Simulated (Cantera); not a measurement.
A perfectly stirred reactor is fed with CH4 : H2O = 1 : 2.9 (molar parts), at 0.237 atm; it is held at 1498 K, and followed from long to short residence time.

Cantera simulation using GRI-Mech 3.0 (53 species, 325 reactions); the numbers are that mechanism's predictions, not measurements.

Problem. What does this change do: pressure from 0.237 atm to 1.00 atm?

Solution. 
```
quantity                  before     after
----------------------  --------  --------
x(CH4) at τ = 0.910 s      0.145     0.117
x(H2O) at τ = 0.910 s      0.663     0.627
x(C2H6) at τ = 0.910 s  0.000142   9.74e-5
x(CO2) at τ = 0.910 s    0.00265   0.00720
x(O) at τ = 0.910 s     2.46e-11  6.05e-12
x(CH4) at τ = 25.0 ms      0.248     0.238
x(H2O) at τ = 25.0 ms      0.740     0.734
x(C2H6) at τ = 25.0 ms  0.000522  0.000708
x(CO2) at τ = 25.0 ms    1.50e-6   1.29e-5
x(O) at τ = 25.0 ms     6.29e-11  2.10e-11
```

Problem. What does this change do: temperature 1498 to 1950 K?

Solution. 
| quantity | before | after |
|---|---|---|
| x(CH4) at τ = 0.910 s | 0.145 | 0.00302 |
| x(H2O) at τ = 0.910 s | 0.663 | 0.310 |
| x(C2H6) at τ = 0.910 s | 0.000142 | 1.41e-7 |
| x(CO2) at τ = 0.910 s | 0.00265 | 0.0197 |
| x(O) at τ = 0.910 s | 2.46e-11 | 1.90e-7 |
| x(CH4) at τ = 25.0 ms | 0.248 | 0.0234 |
| x(H2O) at τ = 25.0 ms | 0.740 | 0.438 |
| x(C2H6) at τ = 25.0 ms | 0.000522 | 9.73e-6 |
| x(CO2) at τ = 25.0 ms | 1.50e-6 | 0.0170 |
| x(O) at τ = 25.0 ms | 6.29e-11 | 1.93e-7 |
